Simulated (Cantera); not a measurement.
A freely propagating, adiabatic, planar premixed flame of 29.5 % H2, 12.1 % O2, 58.4 % N2, equivalence ratio 1.2, unburnt at 473 K and 100.0 Torr; mixture-averaged transport, grid criteria slope 0.08 and curve 0.16, no radiation.

Cantera simulation using the H2/O2 subset of GRI-Mech 3.0, which has no nitrogen chemistry; the numbers are that mechanism's predictions, not measurements. Burning velocities carry a grid error of a few per cent, more on coarse grids.

x: mole fraction of selected species; z is measured from the peak of heat release.

```tsv
z (mm)	T (K)	u (m/s)	x H2	x O2	x O	x H	x HO2	x H2O2
-19.3	473	3.56	0.295	0.121	<1e-8	<1e-8	<1e-8	<1e-8
-12.9	473	3.56	0.295	0.121	<1e-8	<1e-8	<1e-8	<1e-8
-9.65	473	3.56	0.295	0.121	<1e-8	<1e-8	<1e-8	<1e-8
-6.43	473	3.56	0.295	0.121	<1e-8	<1e-8	3.59e-8	<1e-8
-3.22	478	3.60	0.294	0.121	3.22e-6	8.18e-5	6.17e-5	1.38e-6
-1.61	…	4.72	…	0.117	…	…	…	…
0	…	7.53	…	…	…	…	…	…
1.61	1314	9.34	0.0628	0.0224	0.00844	0.0839	3.43e-6	5.40e-7
3.22	1423	10.1	0.0564	0.0153	0.00826	0.0782	2.08e-6	4.89e-7
6.43	1546	10.8	0.0593	0.0130	0.00760	0.0658	1.52e-6	3.49e-7
12.9	1680	11.7	0.0618	0.0106	0.00641	0.0523	1.08e-6	2.00e-7
25.7	1817	12.5	0.0629	0.00803	0.00487	0.0394	7.35e-7	1.05e-7
51.5	1944	13.2	0.0626	0.00555	0.00327	0.0281	4.83e-7	5.55e-8
```

Question: Complete the blanks.

Answer: 
- -1.61, T (K): 637
- -1.61, x H2: 0.270
- -1.61, x O: 0.000121
- -1.61, x H: 0.00636
- -1.61, x HO2: 4.00e-5
- -1.61, x H2O2: 3.68e-6
- 0, T (K): 1047
- 0, x H2: 0.152
- 0, x O2: 0.0758
- 0, x O: 0.00467
- 0, x H: 0.0548
- 0, x HO2: 1.29e-5
- 0, x H2O2: 4.11e-7
